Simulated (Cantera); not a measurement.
Cantera run:

```python
import numpy as np
import cantera as ct

gas_names = [...]  # 76 gases of nasa_gas.yaml made of C, H
cond_names = """
    C(gr) C6H6(L) C7H8(L) C8H18(L),n-octa
""".split()


# ... load() reads the species with a 1 bar reference pressure and builds the phases ...
atoms = {
    'C2H2': {'C': 2, 'H': 2},
    'H2': {'H': 2},
}
top_T = {'C(gr)': 4500}  # K; cautious upper limits of use, not melting points


# ... equilibrate(T, P, feed) seeds the gas with the atoms and calls Mixture.equilibrate('TP', solver="gibbs", rtol=1e-10, max_steps=50000) ...
results = []
T = 848  # K
P = 100000  # Pa
for m in [2, 2.9, 4.3, 6.2, 9.1, 13, 19, 28, 41]:
    feed = {'C2H2': 1, 'H2': m}  # mol
    mix = equilibrate(T, P, feed)
    results.append((T, P, feed, dict(zip(mix.species_names, mix.species_moles))))

top = {s: max(r[3][s] / sum(r[3][g] for g in gas_names) for r in results) for s in gas_names}
cols = sorted((s for s in top if top[s] > 1e-05), key=lambda s: -top[s])[:9]
seen = [c for c in cond_names if any(r[3].get(c, 0) > 1e-12 for r in results)]
print("log10 of partial pressures in bar; condensed amounts in mol")
print(f"{'n(H2)':>10s}" + "".join(f"{s[:9]:>10s}" for s in cols + seen))
for T, P, feed, n in results:
    ng = sum(n[g] for g in gas_names)
    print(f"{feed['H2']:10.4g}" + "".join(f"{np.log10(max(n[s] / ng * P / 1e5, 1e-99)):10.3f}" for s in cols)
          + "".join(f"{n.get(c, 0):10.4g}" for c in seen))
```

Result:

```
log10 of partial pressures in bar; condensed amounts in mol
     n(H2)        H2       CH4     C(gr)
         2    -0.159    -0.512     1.295
       2.9    -0.159    -0.512     1.083
       4.3    -0.159    -0.512     0.754
       6.2    -0.159    -0.512    0.3073
       9.1    -0.123    -0.607         0
        13    -0.079    -0.778         0
        19    -0.051    -0.954         0
        28    -0.033    -1.130         0
        41    -0.022    -1.301         0
```

Equilibrium computed with Cantera from the NASA thermochemical tables; the gas is ideal and each condensed phase is pure.
